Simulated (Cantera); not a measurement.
A Cantera script and what it prints.

```python
import numpy as np
import cantera as ct

gas_names = [...]  # 110 gases of nasa_gas.yaml made of C, H, O
cond_names = """
    C(gr) C6H6(L) C7H8(L) C8H18(L),n-octa H2O(s) H2O(L)
""".split()


# ... load() reads the species with a 1 bar reference pressure and builds the phases ...
atoms = {
    'C2H6': {'C': 2, 'H': 6},
    'H2': {'H': 2},
    'CO2': {'C': 1, 'O': 2},
}
top_T = {'C(gr)': 4500}  # K; cautious upper limits of use, not melting points


# ... equilibrate(T, P, feed) seeds the gas with the atoms and calls Mixture.equilibrate('TP', solver="vcs", rtol=1e-11, max_steps=5000) ...
results = []
feed = {'C2H6': 1, 'H2': 2, 'CO2': 0.039}  # mol
P = 101325  # Pa
for T in [1200, 1350, 1500, 1650, 1800, 1950, 2100, 2250, 2400, 2550, 2700]:
    mix = equilibrate(T, P, feed)
    results.append((T, P, feed, dict(zip(mix.species_names, mix.species_moles))))

top = {s: max(r[3][s] / sum(r[3][g] for g in gas_names) for r in results) for s in gas_names}
cols = sorted((s for s in top if top[s] > 1e-06), key=lambda s: -top[s])[:7]
seen = [c for c in cond_names if any(r[3].get(c, 0) > 1e-12 for r in results)]
print("log10 of partial pressures in bar; condensed amounts in mol")
print(f"{'T/K':>10s}" + "".join(f"{s[:9]:>10s}" for s in cols + seen))
for T, P, feed, n in results:
    ng = sum(n[g] for g in gas_names)
    print(f"{T:10.4g}" + "".join(f"{np.log10(max(n[s] / ng * P / 1e5, 1e-99)):10.3f}" for s in cols)
          + "".join(f"{n.get(c, 0):10.4g}" for c in seen))
```

It prints:

```
log10 of partial pressures in bar; condensed amounts in mol
       T/K        H2         H C2H2,acet        CO       CH4       H2O      C4H2     C(gr)
      1200    -0.008    -6.709    -6.996    -1.812    -1.817    -3.406   -14.418     1.888
      1350    -0.004    -5.625    -5.911    -1.808    -2.246    -4.053   -12.243     1.933
      1500    -0.002    -4.755    -5.047    -1.808    -2.594    -4.575   -10.509     1.948
      1650    -0.002    -4.043    -4.343    -1.808    -2.880    -5.001    -9.093     1.954
      1800    -0.002    -3.447    -3.758    -1.808    -3.117    -5.354    -7.917     1.955
      1950    -0.002    -2.942    -3.264    -1.808    -3.317    -5.652    -6.924     1.953
      2100    -0.003    -2.508    -2.843    -1.808    -3.488    -5.907    -6.077     1.945
      2250    -0.006    -2.132    -2.481    -1.809    -3.637    -6.128    -5.345     1.926
      2400    -0.011    -1.804    -2.168    -1.811    -3.772    -6.324    -4.710     1.891
      2550    -0.020    -1.516    -1.896    -1.814    -3.899    -6.502    -4.156     1.829
      2700    -0.036    -1.263    -1.663    -1.820    -4.024    -6.668    -3.672      1.73
```

These are equilibrium values from Cantera (NASA tables, ideal gas, pure condensed phases), not measurements of a reactor.
